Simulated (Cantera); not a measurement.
A freely propagating, adiabatic, planar premixed flame of CO : H2 : O2 : N2 = 1 : 0.38 : 0.627 : 2.36 (molar parts), unburnt at 598 K and 10.0 bar; mixture-averaged transport, grid criteria slope 0.08 and curve 0.16, no radiation.

Model: GRI-Mech 3.0 (53 species, 325 reactions), integrated in Cantera. The hydrogen kinetics of GRI-Mech 3.0 are dated; newer H2 mechanisms differ, most at raised pressure. Burning velocities carry a grid error of a few per cent, more on coarse grids.

### Question
What does this change do: H2 0.38 to 0.49 parts?

### Answer
```csv
quantity,before,after
laminar burning velocity,180 cm/s,223 cm/s
thermal thickness,0.0431 mm,0.0387 mm
peak x(H),0.00641,0.00842
peak x(OH),0.00914,0.0101
```

### Question
What does this change do: inlet temperature 598 to 625 K?

### Answer
| quantity | before | after |
|---|---|---|
| laminar burning velocity | 180 cm/s | 197 cm/s |
| thermal thickness | 0.0431 mm | 0.0431 mm |
| peak x(H) | 0.00641 | 0.00664 |
| peak x(OH) | 0.00914 | 0.00938 |
